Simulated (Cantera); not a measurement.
Input: 1 mol CH2F2, 18 mol H2, held at 0.0555 Torr.

Equilibrium computed with Cantera from the NASA thermochemical tables; the gas is ideal and each condensed phase is pure. Candidate condensed phases: C, C6H6, C7H8, C8H18; 95 gas species. The numbers say what is thermodynamically allowed, not how fast it happens.

x: gas mole fraction; nothing condenses.

```csv
T (K),x H,x F,x HF,x C,x H2,x C3,x C2
2723,0.915,0.00873,0.0433,0.0109,0.0162,0.00396,0.00131
2773,0.919,?,?,?,?,?,0.00132
2823,0.921,0.0171,0.0337,0.0170,0.00798,0.00187,0.00123
2873,0.922,0.0222,0.0282,0.0197,0.00569,0.00107,0.00104
2923,0.923,0.0273,0.0227,0.0216,0.00411,0.000543,0.000812
2973,0.923,0.0321,0.0176,0.0228,0.00299,0.000253,0.000592
3023,0.924,?,?,0.0235,?,?,?
3073,0.925,0.0394,0.00990,0.0238,0.00164,4.98e-5,0.000290
3123,0.925,0.0419,0.00726,0.0241,0.00123,2.21e-5,0.000201
3173,0.926,0.0438,0.00528,0.0242,0.000930,9.94e-6,0.000140
3223,0.926,0.0451,0.00384,0.0243,0.000710,4.56e-6,9.84e-5
```

Complete the blanks.


- 3023, x F: 0.0361
- 3023, x HF: 0.0133
- 3023, x H2: 0.00220
- 3023, x C3: 0.000113
- 3023, x C2: 0.000417
- 2773, x F: 0.0125
- 2773, x HF: 0.0389
- 2773, x C: 0.0140
- 2773, x H2: 0.0113
- 2773, x C3: 0.00288
